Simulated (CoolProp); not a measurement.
Vapour-liquid equilibrium of cyclohexane (1) + m-xylene (2) at 145.35 °C; x and y are mole fractions of (1).

Values from CoolProp's multi-fluid Helmholtz-energy mixture model, Zhou 2014 and Zhou 2012; pair parameters Bell 2016.

| x | bubble pressure (kPa) | y at the bubble point | dew pressure at overall composition x (kPa) | liquid density (mol/L) |
|---|---|---|---|---|
| 0.05 | 143.2 | 0.198 | 124.8 | 7.085 |
| 0.15 | 188.6 | 0.443 | 136.7 | 7.144 |
| 0.25 | (withheld) | 0.590 | 150.9 | 7.204 |
| 0.35 | 271.7 | 0.688 | (withheld) | 7.265 |
| 0.45 | 309.8 | 0.760 | (withheld) | 7.327 |
| 0.55 | 346.0 | 0.817 | 218.1 | 7.391 |
| 0.65 | 381.1 | 0.864 | 254.7 | 7.457 |
| 0.75 | 415.5 | 0.906 | 303.8 | 7.526 |
| 0.85 | 450.0 | 0.944 | (withheld) | 7.599 |
| 0.95 | 485.2 | 0.981 | 455.2 | 7.675 |

Q: Complete the blanks.

A: 
- 0.25, bubble pressure (kPa): 231.4
- 0.35, dew pressure at overall composition x (kPa): 168.4
- 0.45, dew pressure at overall composition x (kPa): 190.2
- 0.85, dew pressure at overall composition x (kPa): 370.0

No azeotrope shows between x = 0.05 and 0.95.

Pair parameters are fitted to limited data, so mixtures are less certain than the pure fluids.
